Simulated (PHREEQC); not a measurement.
A column of 0.2 m (40 cells, dispersivity 0.016 m, 60 s a shift, diffusion coefficient 3e-10 m²/s) holds 0.072 eq of the database's cation exchanger X per kg of pore water, first in equilibrium with 98 mmol/kgw Na2SO4, 0.48 mmol/kgw CaCl2 and 0.01 mmol/kgw HCl. It is flushed with 0.0026 mol NaCl, 0.093 mol NH4Cl and 1e-05 mol HCl per kg of water, at 15 °C. Values are for the last cell. No CO2 enters from the air. Nothing may precipitate in this run.

The series has 33 steps of pore volumes, from 0 to 4.013.

Computed with PHREEQC (ion-association model, phreeqc.dat).

Question: After how many pore volumes does NH4 at the outlet first reach half of its feed value?

Answer: By 1.8 pore volumes.
